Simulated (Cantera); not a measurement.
# Premixed flame

A freely propagating, adiabatic, planar premixed flame of 12.0 % CH4, 0.503 % C2H6, 18.3 % O2, 69.2 % N2, unburnt at 625 K and 0.247 atm; mixture-averaged transport, grid criteria slope 0.08 and curve 0.16, no radiation.

Computed with Cantera and GRI-Mech 3.0 (53 species, 325 reactions). Burning velocities carry a grid error of a few per cent, more on coarse grids.

```tsv
z (mm)	T (K)	u (m/s)	x CH4	x C2H6	x O2	x CH2O	x H	x NO
-4.15	625	1.20	0.120	0.00502	0.183	1.53e-7	<1e-8	<1e-8
-2.77	628	1.22	0.119	0.00500	0.182	3.63e-6	2.30e-8	1.14e-8
-2.07	641	1.25	0.117	0.00496	0.180	2.17e-5	3.86e-7	6.24e-8
-1.38	722	1.43	0.109	0.00491	0.172	0.000164	8.83e-6	5.14e-7
-0.691	1130	2.29	0.0762	0.00457	0.135	0.000942	0.000203	4.11e-6
-0.346	1504	3.10	0.0428	0.00227	0.0914	0.00122	0.00115	9.29e-6
0	1842	3.85	0.0131	0.000203	0.0449	0.000694	0.00421	1.88e-5
0.346	2018	4.24	0.00208	3.66e-6	0.0168	0.000212	0.00815	3.42e-5
0.691	2074	4.36	0.000249	6.19e-8	0.00596	4.20e-5	0.0107	5.16e-5
1.38	2095	4.39	4.29e-6	<1e-8	0.00130	1.17e-6	0.0121	7.52e-5
2.77	2104	4.40	<1e-8	<1e-8	0.000720	<1e-8	0.0119	9.23e-5
5.53	2113	4.41	<1e-8	<1e-8	0.000617	<1e-8	0.0111	9.92e-5
11.1	2127	4.44	<1e-8	<1e-8	0.000489	<1e-8	0.00976	0.000102
```
x: mole fraction of selected species; z is measured from the peak of heat release.

```
Quantity                     Value
------------------------  --------
laminar burning velocity  120 cm/s
thermal thickness          1.38 mm
peak x(CH2O)               0.00123
peak x(H)                   0.0122
grid points                    148
```
